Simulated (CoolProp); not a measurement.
Properties of dimethyl carbonate along the isotherm 326.85 °C.

Computed with CoolProp (reference Helmholtz-energy equation of state, Zhou 2011).

```tsv
p (kPa)	phase	Z	cv (kJ/(kg K))
3510	gas	0.7813	1.810
7010	supercritical	0.4783	1.901
10500	supercritical	0.3852	1.888
14000	supercritical	0.4411	1.871
17500	supercritical	0.5109	1.866
21000	supercritical	0.5832	1.863
24500	supercritical	0.6557	1.863
28100	supercritical	0.7297	1.863
31600	supercritical	0.8010	1.864
35100	supercritical	0.8716	1.865
38600	supercritical	0.9413	1.866
42100	supercritical	1.010	1.867
45600	supercritical	1.079	1.868
49100	supercritical	1.146	1.870
```
